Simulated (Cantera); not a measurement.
An adiabatic, constant-volume homogeneous reactor starts with 14.7 % CH4, 3.82 % C2H6, 17.1 % O2, 64.4 % N2, equivalence ratio 2.5, at 1725 K and 17.8 atm.

Computed with Cantera and GRI-Mech 3.0 (53 species, 325 reactions). The pressure lies above the range GRI-Mech 3.0 was tuned for (to about 10 atm).

**Question.** Predict: time of steepest temperature rise; temperature at 0.400 s; equilibrium temperature; x(CH4) at 0.400 s; x(O2) at 0.400 s; x(H2O2) at 0.400 s; x(OH) at 0.400 s; x(N2O) at 0.400 s.

**Answer.** 
```
Property                                                              Result
---------------------------------  -----------------------------------------
time of steepest temperature rise                                    4.91 µs
temperature at 0.400 s                                                2806 K
equilibrium temperature                                               2806 K
x(CH4) at 0.400 s                    3.82e-8 (gas-phase equilibrium 4.26e-8)
x(O2) at 0.400 s                     1.69e-6 (gas-phase equilibrium 1.69e-6)
x(H2O2) at 0.400 s                   8.33e-9 (gas-phase equilibrium 8.33e-9)
x(OH) at 0.400 s                   0.000663 (gas-phase equilibrium 0.000663)
x(N2O) at 0.400 s                    2.31e-8 (gas-phase equilibrium 2.31e-8)
```
